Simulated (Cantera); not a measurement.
Pyrogenic steam for wet oxidation

An isothermal, constant-pressure homogeneous reactor starts with 43.9 % H₂, 24.4 % O₂, 31.7 % N₂, equivalence ratio 0.90, at 1350 K and 0.132 atm.

Detailed kinetics in Cantera: the H2/O2 subset of GRI-Mech 3.0, which has no nitrogen chemistry. The temperature is held fixed by assumption; the heat of reaction is taken as removed at once.

```
t (s)         x H₂    x O₂    x H₂O    x H₂O₂       x H
--------  --------  ------  -------  --------  --------
1.00e-5      0.439   0.244  1.28e-7  6.89e-10   2.19e-7
2.61e-5      0.439   0.244  3.23e-6   4.64e-9   3.07e-6
6.81e-5      0.436   0.243  0.00200   1.06e-7   0.00172
0.000178    0.0656  0.0809    0.300   1.79e-6     0.173
0.000464    0.0517  0.0633    0.412   2.39e-6    0.0790
0.00121     0.0252  0.0437    0.508   2.36e-6    0.0181
0.00316    0.00745  0.0342    0.549   1.48e-6   0.00233
0.00825    0.00145  0.0316    0.560   5.95e-7  0.000185
0.0215    0.000237  0.0312    0.562   1.77e-7   1.22e-5
0.0562     4.43e-5  0.0312    0.562   4.87e-8   1.02e-6
0.147      1.09e-5  0.0312    0.562   1.49e-8   1.30e-7
0.383      3.68e-6  0.0312    0.562   5.60e-9   2.58e-8
1.00       1.99e-6  0.0312    0.562   3.18e-9   1.03e-8
```
x: mole fraction; the columns are a selection and need not sum to one.

Equilibrium at this temperature and pressure: H₂ 1.79e-6, O₂ 0.0312, H₂O 0.562, H₂O₂ 2.88e-9, H 8.79e-9 (gas phase only).
